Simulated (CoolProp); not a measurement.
Vapour-liquid equilibrium of diethyl ether (1) + ethanol (2) at 28.15 °C; x and y are mole fractions of (1).

Model: multi-fluid Helmholtz-energy mixture model, Thol 2014 and Schroeder 2014; pair parameters Bell 2016, in CoolProp.

Problem. Give the bubble pressure and the first vapour's composition at x = 0.05, 0.2, 0.5. Is there an azeotrope?

Solution. x = 0.05: 0.1853 bar, y = 0.512; x = 0.2: 0.3935 bar, y = 0.798; x = 0.5: 0.5981 bar, y = 0.896. No azeotrope shows between x = 0.05 and 0.95.

Pair parameters are fitted to limited data, so mixtures are less certain than the pure fluids. With so large a gap from Raoult's law the liquid may split in two, which this calculation doesn't test in full.
